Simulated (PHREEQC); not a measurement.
PHREEQC input (ion-association model, wateq4f.dat):

```
SOLUTION_MASTER_SPECIES
  An  An-  0  An  62.0  # stands for a non-complexing anion
SOLUTION_SPECIES
  An- = An-
    -log_k 0
    -gamma 3.0 0
  PO4-3 + 3H+ = H3PO4  # constants of phreeqc.dat
    -log_k 21.721
    -delta_h -10.1 kJ
PHASES
  Fix_H+
    H+ = H+
    -log_k 0
SOLUTION 1
  temp 25
  units mmol/kgw
  pH 7 charge
  F 3
  Na 304.1
  P 1.1
  An 300
END
SELECTED_OUTPUT 1
  -reset false
  -pH true
  -pe true
  -ionic_strength true
  -water true
  -totals F Na P
  -molalities Hfo_wOH Hfo_wOH2+ Hfo_wO- Hfo_sOH Hfo_sOH2+ Hfo_sO- Hfo_wF Hfo_wOHF- Hfo_wH2PO4 Hfo_wHPO4-
    Hfo_wPO4-2
USER_PUNCH 1
  -headings sigma psi
  10 PUNCH EDL("sigma", "Hfo"), EDL("psi", "Hfo")
PRINT
  -reset false
USE solution 1
SURFACE 1
  Hfo_wOH 0.00159551 600 0.71
  Hfo_sOH 3.98876e-05
EQUILIBRIUM_PHASES 1
  Fix_H+ -4 HAn 10
    -force_equality true
  O2(g) -0.68 10
END
# ... the last block is repeated for the other 16 points of pH, with NaOH or the acid as the point needs
```

Selected output (columns that matter, 17 of 17 rows; pH added in front):

```
pH	mu	F	Na	P	m_Hfo_wOH	m_Hfo_wOH2+	m_Hfo_wO-	m_Hfo_sOH	m_Hfo_sOH2+	m_Hfo_sO-	m_Hfo_wF	m_Hfo_wOHF-	sigma	psi
4	0.30419	0.0028769	0.30409	1.7195e-05	1.4668e-06	0.00038821	1.2696e-10	1.5014e-07	3.9737e-05	1.2996e-11	0.00012231	7.0835e-07	0.075896	0.051307
4.5	0.30406	0.0029002	0.30409	2.0505e-05	3.4976e-06	0.00041275	6.7899e-10	3.3516e-07	3.9552e-05	6.5064e-11	9.8479e-05	1.2791e-06	0.059787	0.042479
5	0.30398	0.0029315	0.30409	2.7e-05	7.2779e-06	0.0004468	2.7158e-09	6.3929e-07	3.9247e-05	2.3856e-10	6.6752e-05	1.6666e-06	0.03949	0.02969
5.5	0.30392	0.0029588	0.30409	3.9532e-05	1.3408e-05	0.00048044	8.5728e-09	1.083e-06	3.8803e-05	6.924e-10	3.9491e-05	1.6894e-06	0.01777	0.013946
6	0.30388	0.0029765	0.30409	6.2511e-05	2.3382e-05	0.00051112	2.4504e-08	1.7448e-06	3.814e-05	1.8285e-09	2.195e-05	1.5391e-06	-0.0036981	-0.0029365
6.5	0.30385	0.0029858	0.30409	0.00010276	4.2342e-05	0.00054171	7.5819e-08	2.8913e-06	3.699e-05	5.1773e-09	1.2617e-05	1.5116e-06	-0.024129	-0.018752
7	0.30386	0.00299	0.30409	0.00016785	8.5377e-05	0.00056777	2.9411e-07	5.2115e-06	3.4657e-05	1.7953e-08	8.0577e-06	1.8573e-06	-0.042207	-0.03152
7.5	0.30391	0.0029917	0.3041	0.00026294	0.00018428	0.00056454	1.378e-06	9.7978e-06	3.0016e-05	7.3266e-08	5.503e-06	2.7534e-06	-0.057574	-0.041186
8	0.30399	0.0029924	0.3041	0.00039709	0.00037544	0.00050313	6.4179e-06	1.6921e-05	2.2677e-05	2.8926e-07	3.5462e-06	4.0562e-06	-0.072453	-0.049522
8.5	0.3045	0.0029928	0.30451	0.00056577	0.00065228	0.00037594	2.5927e-05	2.4681e-05	1.4225e-05	9.8102e-07	1.9481e-06	5.181e-06	-0.088377	-0.057422
9	0.30502	0.0029936	0.30493	0.00073374	0.00091506	0.00022105	8.6777e-05	2.9846e-05	7.21e-06	2.8304e-06	8.6424e-07	5.4837e-06	-0.10483	-0.06466
9.5	0.3055	0.0029949	0.30533	0.0008771	0.0010294	0.00010337	0.00023484	3.0023e-05	3.0148e-06	6.8492e-06	3.075e-07	4.6938e-06	-0.12281	-0.071686
10	0.30603	0.0029967	0.30581	0.00099637	0.00095726	4.2978e-05	0.00048844	2.5648e-05	1.1515e-06	1.3087e-05	9.0457e-08	3.0882e-06	-0.14895	-0.080583
10.5	0.30679	0.0029983	0.3065	0.001068	0.00076652	1.73e-05	0.00077805	1.9575e-05	4.4179e-07	1.9869e-05	2.2908e-08	1.5557e-06	-0.1912	-0.092492
11	0.3084	0.0029992	0.30793	0.0010925	0.00052945	6.1055e-06	0.0010518	1.3304e-05	1.5341e-07	2.6429e-05	5.001e-09	6.6468e-07	-0.24628	-0.10482
11.5	0.31255	0.0029996	0.31163	0.0010985	0.0002992	1.5861e-06	0.001293	7.4878e-06	3.9694e-08	3.2358e-05	8.9188e-10	2.5783e-07	-0.30054	-0.11443
12	0.3238	0.0029997	0.32227	0.0010997	0.00013155	2.7095e-07	0.0014633	3.2895e-06	6.7749e-09	3.6589e-05	1.2329e-10	9.1707e-08	-0.33981	-0.11972
```

Species that the database lacks are ignored. H3PO4, which wateq4f.dat lacks, is added to it with the constant of phreeqc.dat.
